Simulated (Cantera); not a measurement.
Charge: 1 mol CH₃SiH₃, 0.19 mol HCl, 510 mol H₂, 0.011 mol C₂H₄, held at 2523 K and 750 Torr.

Equilibrium computed with Cantera from the NASA thermochemical tables; the gas is ideal and each condensed phase is pure. Candidate condensed phases: C, C₆H₆, C₇H₈, C₈H₁₈, Si, SiC; 109 gas species. The feed counts by its element totals alone. Gases not in the tables: Si₂H₆ and higher silanes. Rates play no part.

Base state: H₂ 0.969, H 0.0274, Si 0.00124, C₂H₂ (acetylene) 0.000898, HCl 0.000356, SiH 0.000311, SiH₂ 0.000236, Si₂C 4.54e-5 (mole fractions); condensed: gas only.

Problem. What changes in the equilibrium state with this change: temperature from 2523 K to 1798.15 K?

Solution. 
```json
[
 {"species": "H₂", "before": "0.969", "after": "0.999"},
 {"species": "HCl", "before": "0.000356", "after": "0.000370"},
 {"species": "H", "before": "0.0274", "after": "0.000352"},
 {"species": "Si", "before": "0.00124", "after": "1.06e-6"},
 {"species": "SiH₂", "before": "0.000236", "after": "1.01e-5"},
 {"species": "SiC₂", "before": "2.66e-5", "after": "<1e-9"},
 {"species": "Si₂C", "before": "4.54e-5", "after": "1.12e-8"},
 {"species": "C₂H₂ (acetylene)", "before": "0.000898", "after": "8.37e-7"},
 {"species": "SiC(s), mol", "before": "0", "after": "0.993"}
]
```
